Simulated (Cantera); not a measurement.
A Cantera script and what it prints.

```python
import numpy as np
import cantera as ct

gas_names = """
    H H2 H2S N NH NH2 NH3 N2 N2H2 N2H4 Pb PbS Pb2 S SH SN S2 S8
""".split()
cond_names = """
    Pb(cr) Pb(L) PbS(s) PbS(L) S(cr1) S(cr2) S(L)
""".split()


# ... load() reads the species with a 1 bar reference pressure and builds the phases ...
atoms = {
    'PbS': {'Pb': 1, 'S': 1},
    'H2': {'H': 2},
    'N2': {'N': 2},
}
top_T = {}  # K; cautious upper limits of use, not melting points


# ... equilibrate(T, P, feed) seeds the gas with the atoms and calls Mixture.equilibrate('TP', solver="vcs", rtol=1e-11, max_steps=5000) ...
results = []
feed = {'PbS': 1, 'H2': 3.8, 'N2': 73}  # mol
P = 320  # Pa
for T in [798, 898, 998, 1098, 1198, 1298, 1398, 1498, 1598, 1698, 1798, 1898, 1998]:
    mix = equilibrate(T, P, feed)
    results.append((T, P, feed, dict(zip(mix.species_names, mix.species_moles))))

top = {s: max(r[3][s] / sum(r[3][g] for g in gas_names) for r in results) for s in gas_names}
cols = sorted((s for s in top if top[s] > 0.0001), key=lambda s: -top[s])[:8]
seen = [c for c in cond_names if any(r[3].get(c, 0) > 1e-12 for r in results)]
print("log10 of partial pressures in bar; condensed amounts in mol")
print(f"{'T/K':>10s}" + "".join(f"{s[:9]:>10s}" for s in cols + seen))
for T, P, feed, n in results:
    ng = sum(n[g] for g in gas_names)
    print(f"{T:10.4g}" + "".join(f"{np.log10(max(n[s] / ng * P / 1e5, 1e-99)):10.3f}" for s in cols)
          + "".join(f"{n.get(c, 0):10.4g}" for c in seen))
```

Result:

```
log10 of partial pressures in bar; condensed amounts in mol
       T/K        N2        H2        Pb       PbS         H        S2         S       H2S     Pb(L)    PbS(s)
       798    -2.517    -3.801    -7.242    -6.977   -13.475   -12.126   -17.074    -6.548  0.005416    0.9907
       898    -2.518    -3.804    -5.946    -5.361   -11.863    -9.614   -14.247    -5.946         0    0.8681
       998    -2.523    -3.818    -5.371    -4.433   -10.576    -7.407   -11.886    -5.379         0         0
      1098    -2.523    -3.820    -5.259    -4.448    -9.517    -6.433   -10.369    -5.323         0         0
      1198    -2.523    -3.819    -5.104    -4.478    -8.630    -5.775    -9.181    -5.352         0         0
      1298    -2.523    -3.817    -4.923    -4.535    -7.878    -5.383    -8.258    -5.457         0         0
      1398    -2.524    -3.815    -4.761    -4.625    -7.232    -5.142    -7.513    -5.595         0         0
      1498    -2.524    -3.814    -4.636    -4.748    -6.672    -4.988    -6.895    -5.743         0         0
      1598    -2.524    -3.814    -4.549    -4.897    -6.181    -4.894    -6.374    -5.894         0         0
      1698    -2.525    -3.816    -4.491    -5.065    -5.748    -4.843    -5.930    -6.045         0         0
      1798    -2.525    -3.820    -4.454    -5.245    -5.363    -4.829    -5.551    -6.197         0         0
      1898    -2.526    -3.828    -4.430    -5.434    -5.021    -4.851    -5.229    -6.355         0         0
      1998    -2.527    -3.844    -4.416    -5.635    -4.717    -4.917    -4.962    -6.529         0         0
```

Cantera equilibrium calculation (NASA polynomials, part measured and part estimated; ideal gas, pure solids and liquids). Gases not in the tables: S3 to S7.
